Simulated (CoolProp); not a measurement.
A simple Rankine cycle with n-heptane: condensing at 304.15 K, boiler at 0.205 MPa, turbine inlet 399.6 K, turbine efficiency 0.8, pump efficiency 0.8, no recuperator. Each further row changes one setting.

Values from CoolProp's reference Helmholtz-energy equation of state, Span 2003. It is a short technical equation, of lower accuracy than the large ones.

| case | thermal efficiency (%) | net work (kJ/kg) | heat in (kJ/kg) | turbine exit temperature (K) | volume ratio over the turbine |
|---|---|---|---|---|---|
| as stated | 14.5 | 76.9 | 532 | 356.1 | ? |
| turbine inlet 419.6 K | 14.2 | 81.6 | 576 | 376.4 | 24.1 |
| condensing temperature 296.15 K | ? | 85.8 | ? | 351.3 | 35.6 |
| boiler pressure 0.143 MPa | 13.0 | 69.6 | 535 | 361.7 | 16.8 |
| turbine efficiency 0.7 | 12.7 | ? | 532 | 361.1 | 24.7 |

### Question
Fill in the missing entries.

### Answer

- as stated, volume ratio over the turbine: 24.3
- condensing temperature 296.15 K, thermal efficiency (%): 15.6
- condensing temperature 296.15 K, heat in (kJ/kg): 550
- turbine efficiency 0.7, net work (kJ/kg): 67.3
